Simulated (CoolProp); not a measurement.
The numbers come from the reference Helmholtz-energy equation of state, Lemmon 2003 in CoolProp. It is a pseudo-pure fit of the blend.

Q: For R507A, give the phase and the density (kg/m³), cp (kJ/(kg K)), cv (kJ/(kg K)), speed of sound (m/s) at 259.7 K and 0.117 MPa; 259.7 K and 2.71 MPa; 259.7 K and 13 MPa.

A: 
- 259.7 K and 0.117 MPa: gas; density 5.53, cp 0.819, cv 0.719, speed of sound 153
- 259.7 K and 2.71 MPa: liquid; density 1220, cp 1.31, cv 0.857, speed of sound 577
- 259.7 K and 13 MPa: liquid; density 1260, cp 1.26, cv 0.857, speed of sound 661
